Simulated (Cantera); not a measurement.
Input: 1 mol SiCl₄, 0.049 mol Cl₂, a varied amount of H₂, equilibrated at 1000 °C and 54.0 mbar.

Equilibrium computed with Cantera from the NASA thermochemical tables; the gas is ideal and each condensed phase is pure. Candidate condensed phases: Si; 19 gas species. The tables' values for SiCl₃ are old estimates; treat these amounts as uncertain. The numbers say what is thermodynamically allowed, not how fast it happens.

x: gas mole fraction; n: condensed amount in mol.

| n(H₂) (mol) | x H₂ | x HCl | x SiCl₂ | x SiCl₄ | x SiCl₃ | x SiHCl₃ | x SiH₂Cl₂ | n Si(s) |
|---|---|---|---|---|---|---|---|---|
| 26 | 0.899 | 0.0723 | 0.0150 | 0.00613 | 0.00375 | 0.00305 | 0.000210 | 0.218 |
| 32 | 0.913 | … | … | … | 0.00273 | … | … | … |
| 39 | 0.925 | 0.0592 | 0.00981 | 0.00261 | 0.00198 | 0.00163 | 0.000141 | 0.340 |
| 48 | 0.935 | 0.0527 | 0.00768 | 0.00160 | 0.00137 | 0.00113 | 0.000111 | 0.407 |
| 60 | 0.946 | 0.0459 | 0.00577 | 0.000903 | 0.000892 | 0.000744 | 8.47e-5 | 0.480 |
| 73 | 0.954 | 0.0403 | 0.00441 | 0.000527 | 0.000596 | 0.000499 | 6.53e-5 | 0.543 |
| 90 | 0.961 | … | … | … | 0.000376 | … | … | … |
| 110 | 0.967 | 0.0298 | 0.00238 | 0.000154 | 0.000236 | 0.000199 | 3.57e-5 | 0.663 |

Question: Complete the blanks.

Answer: 
- 32, x HCl: 0.0656
- 32, x SiCl₂: 0.0122
- 32, x SiCl₄: 0.00402
- 32, x SiHCl₃: 0.00224
- 32, x SiH₂Cl₂: 0.000173
- 32, n Si(s): 0.279
- 90, x HCl: 0.0347
- 90, x SiCl₂: 0.00325
- 90, x SiCl₄: 0.000286
- 90, x SiHCl₃: 0.000316
- 90, x SiH₂Cl₂: 4.84e-5
- 90, n Si(s): 0.607
